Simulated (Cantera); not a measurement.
Charge: 1 mol CH3Cl, 0.075 mol HCl, equilibrated at 2.20e-5 bar.

Method: chemical equilibrium by Gibbs-energy minimisation in Cantera with the NASA 1993 tables (ideal gas, pure condensed phases). Candidate condensed phases: C, C6H6, C7H8, C8H18; 91 gas species. The numbers say what is thermodynamically allowed, not how fast it happens.

Task: At 2475 K, list the 5 most abundant gas species with their mole fractions, and the condensed phases.

Result: H 0.695, Cl 0.251, H2 0.0210, C3 0.0153, HCl 0.0107. Condensed: C(graphite).
